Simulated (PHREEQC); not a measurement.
PHREEQC input (Pitzer model, pitzer.dat):

```
SOLUTION 1
  temp 20
  units mol/kgw
  pH 7 charge
  C(4) 0.0062
  Na 0.3624
  Cl 0.35
END
USE solution 1
INCREMENTAL_REACTIONS false
REACTION 1
  H2O -1
  0 9.886 18.011 24.689 30.178 34.689 38.397 41.444
  43.949 46.007 47.699 49.089 50.232 51.172 51.944 52.578
  53.1 53.528 53.88 54.17 54.408 54.603 54.764 54.896
  55.005 55.094 55.168 55.228 moles
EQUILIBRIUM_PHASES 1
  Halite 0 0
  Nahcolite 0 0
  Natron 0 0
  Trona 0 0
SELECTED_OUTPUT 1
  -reset false
  -pH true
  -pe true
  -ionic_strength true
  -water true
  -activities H2O
  -totals C Cl Na
  -molalities H+ Na+ Cl- CO3-2 OH- HCO3- CO2
  -equilibrium_phases Halite Nahcolite Natron Trona
PRINT
  -reset false
END
```

Selected output (columns that matter, 20 of 28 rows; water left (kg) added in front):

```
water left (kg)	pH	mu	C	Cl	Na	m_H+	m_Na+	m_Cl-	m_CO3-2	m_OH-	la_H2O	Halite
1	10.739	0.36803	0.0062	0.35	0.3624	2.2872e-11	0.3624	0.35	0.0056288	0.0005712	-0.0051557	0
0.821895	10.762	0.44786	0.0075435	0.42585	0.44093	2.1483e-11	0.44093	0.42585	0.0069268	0.00061679	-0.0062711	0
0.555206	10.801	0.66318	0.011167	0.6304	0.65273	1.8758e-11	0.65273	0.6304	0.010454	0.00071308	-0.0093069	0
0.456317	10.819	0.80701	0.013587	0.76701	0.79418	1.7393e-11	0.79418	0.76701	0.012824	0.00076268	-0.011362	0
0.308245	10.846	1.1949	0.020114	1.1355	1.1757	1.458e-11	1.1757	1.1355	0.019253	0.00086076	-0.017036	0
0.253351	10.857	1.454	0.024472	1.3815	1.4304	1.3105e-11	1.4304	1.3815	0.023565	0.00090717	-0.020949	0
0.171145	10.87	2.1527	0.036227	2.045	2.1175	9.9761e-12	2.1175	2.045	0.035237	0.00098925	-0.032094	0
0.140663	10.873	2.6194	0.044077	2.4882	2.5764	8.3346e-12	2.5764	2.4882	0.043054	0.0010232	-0.040081	0
0.115621	10.874	3.187	0.053624	3.0271	3.1344	6.6804e-12	3.1344	3.0271	0.052572	0.001052	-0.050453	0
0.078094	10.876	4.7189	0.079392	4.4818	4.6406	3.5798e-12	4.6406	4.4818	0.078294	0.0010976	-0.082519	0
0.0641859	10.88	5.7416	0.096594	5.4529	5.6461	2.303e-12	5.6461	5.4529	0.095475	0.0011196	-0.10762	0
0.0433597	10.953	6.4084	0.14299	5.9807	6.2667	1.5377e-12	6.2667	5.9807	0.14168	0.0013135	-0.12389	0.090677
0.0356489	11	6.4726	0.17392	5.9523	6.3001	1.4029e-12	6.3001	5.9523	0.17247	0.0014498	-0.12414	0.13781
0.0293074	11.049	6.5507	0.21155	5.9177	6.3408	1.2815e-12	6.3408	5.9177	0.20995	0.0016002	-0.12445	0.17657
0.0197951	11.149	6.7619	0.31321	5.8242	6.4507	1.074e-12	6.4507	5.8242	0.31126	0.0019501	-0.12529	0.23471
0.016282	11.202	6.9023	0.38079	5.7621	6.5237	9.8638e-13	6.5237	5.7621	0.37864	0.0021516	-0.12586	0.25618
0.0110034	11.313	7.282	0.56346	5.5943	6.7212	8.37e-13	6.7212	5.5943	0.56084	0.0026196	-0.12743	0.28844
0.00903974	11.373	7.5366	0.68586	5.4819	6.8536	7.7356e-13	6.8536	5.4819	0.68297	0.0028901	-0.12851	0.30044
0.00610322	11.504	8.2235	1.0159	5.1795	7.2112	6.6544e-13	7.2112	5.1795	1.0123	0.0035109	-0.13151	0.31839
0.00502229	11.575	8.6794	1.2345	4.9798	7.4488	6.1922e-13	7.4488	4.9798	1.2306	0.0038609	-0.13357	0.32499
```
